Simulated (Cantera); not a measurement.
**Cu₂O + C + N₂ + CH₄ (carbothermic reduction)**

Input: 1 mol Cu₂O, 3.9 mol C, 0.55 mol N₂, 0.78 mol CH₄, at 2025 K and 1 atm.

These are equilibrium values from Cantera (NASA tables, ideal gas, pure condensed phases), not measurements of a reactor. Candidate condensed phases: C, C₆H₆, C₇H₈, C₈H₁₈, Cu, CuO, Cu(OH)₂, Cu₂O, H₂O; 139 gas species. Kinetics and transport are ignored.

The x(H₂) is 0.495. The x(CO) is 0.320. The x(N₂) comes out as 0.173. The x(Cu) is 0.00535 and the x(HCN) comes out as 0.00476. The x(H) is 0.00134. The x(C₂H₂ (acetylene)) comes out as 0.000448 and the x(HNC) comes out as 0.000283. The x(CH₄) comes out as 9.86e-5. The n(C(graphite)) is 3.66 mol, the n(Cu(l)) is 1.98 mol and the gas amount is 3.129 mol.
